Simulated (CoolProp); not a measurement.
Vapour-liquid equilibrium of R134a (1) + R123 (2) at 5.19 kPa; x and y are mole fractions of (1).

The numbers come from the multi-fluid Helmholtz-energy mixture model, Tillner-Roth 1994 and Younglove 1994; pair parameters Bell 2016 in CoolProp.

```csv
x,"bubble temperature, mixture model (K)","bubble temperature, Raoult's law (K)","y, mixture model","y, Raoult's law"
0.05,(withheld),230.9,0.554,0.438
0.2,212.6,217.7,0.879,0.820
0.35,206.5,210.8,(withheld),0.917
0.5,203.3,206.2,0.962,0.957
0.65,201.2,202.9,0.975,0.978
0.8,199.6,200.2,0.985,0.990
0.95,198.0,198.1,(withheld),0.998
```

Q: What belongs in the gaps?

A: 
- 0.05, bubble temperature, mixture model (K): 227.5
- 0.35, y, mixture model: 0.939
- 0.95, y, mixture model: 0.996

The largest gap from Raoult's law is -5.1 K in bubble temperature, at x = 0.2. No azeotrope shows between x = 0.05 and 0.95.

The pair parameters rest on a limited set of measurements; away from them the model extrapolates.
